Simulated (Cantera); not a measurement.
Input (Python, Cantera):

```python
import numpy as np
import cantera as ct

gas = ct.Solution("h2o2.yaml")
gas.TPX = 673, 400000, {'H2': 1, 'O2': 0.758, 'N2': 3.11}
flame = ct.FreeFlame(gas, width=0.015)
flame.set_refine_criteria(ratio=3, slope=0.08, curve=0.16)
flame.transport_model = "mixture-averaged"
flame.solve(loglevel=0, auto=True)
z, T = flame.grid, flame.T
thick = (T[-1] - T[0]) / np.gradient(T, z).max()
show = ['H2', 'O2', 'H2O', 'H', 'O', 'OH']
print(f"laminar burning velocity  {flame.velocity[0] * 100:.3f} cm/s")
print(f"burnt temperature         {T[-1]:.1f} K")
print(f"thermal thickness         {thick * 1e3:.4f} mm")
print(f"grid points               {len(z)}")
z0 = z[flame.heat_release_rate.argmax()]
print(f"{'z/mm':>9s}{'T/K':>9s}{'u/(m/s)':>9s}" + "".join(f"{s:>11s}" for s in show))
rows = []
for k in (-3, -2, -1.5, -1, -0.5, -0.25, 0, 0.25, 0.5, 1, 2, 4, 8):
    zz = z0 + k * thick
    rows.append([k * thick, np.interp(zz, z, T), np.interp(zz, z, flame.velocity),
                 *(np.interp(zz, z, flame.X[gas.species_index(s)]) for s in show)])
    print(f"{rows[-1][0] * 1e3:9.3f}{rows[-1][1]:9.1f}{rows[-1][2]:9.3f}" + "".join(f"{x:11.3e}" for x in rows[-1][3:]))
```

Result:

```
laminar burning velocity  453.139 cm/s
burnt temperature         2153.5 K
thermal thickness         0.0812 mm
grid points               107
     z/mm      T/K  u/(m/s)         H2         O2        H2O          H          O         OH
   -0.244    673.0    4.531  2.054e-01  1.557e-01  1.639e-08  4.051e-14  4.757e-13  2.514e-14
   -0.162    673.0    4.530  2.051e-01  1.558e-01  4.130e-07  3.468e-12  4.014e-11  2.123e-12
   -0.122    673.2    4.526  2.043e-01  1.559e-01  4.619e-06  1.910e-10  1.702e-09  9.123e-11
   -0.081    674.9    4.519  2.005e-01  1.566e-01  8.050e-05  4.511e-08  8.244e-08  7.978e-09
   -0.041    746.5    4.866  1.739e-01  1.586e-01  6.309e-03  1.261e-04  2.422e-05  9.166e-05
   -0.020   1000.2    6.340  1.310e-01  1.489e-01  3.856e-02  2.218e-03  5.003e-04  8.899e-04
    0.000   1359.1    8.453  7.366e-02  1.177e-01  1.040e-01  8.729e-03  3.292e-03  3.392e-03
    0.020   1622.8   10.025  3.308e-02  8.469e-02  1.603e-01  1.240e-02  6.772e-03  7.735e-03
    0.041   1772.7   10.910  1.744e-02  6.954e-02  1.852e-01  1.083e-02  7.760e-03  1.060e-02
    0.081   1922.2   11.763  9.755e-03  6.225e-02  2.009e-01  6.193e-03  6.158e-03  1.174e-02
    0.162   2035.9   12.386  5.561e-03  6.023e-02  2.110e-01  2.439e-03  3.445e-03  1.019e-02
    0.325   2105.3   12.755  2.547e-03  5.978e-02  2.180e-01  7.007e-04  1.531e-03  7.424e-03
    0.649   2138.6   12.929  1.012e-03  5.999e-02  2.218e-01  1.724e-04  6.128e-04  4.913e-03
```

Cantera simulation using the H2/O2 subset of GRI-Mech 3.0, which has no nitrogen chemistry; the numbers are that mechanism's predictions, not measurements. The hydrogen kinetics of GRI-Mech 3.0 are dated; newer H2 mechanisms differ, most at raised pressure. Burning velocities carry a grid error of a few per cent, more on coarse grids. Lean hydrogen flames are cellular in practice and burn faster than this planar one.
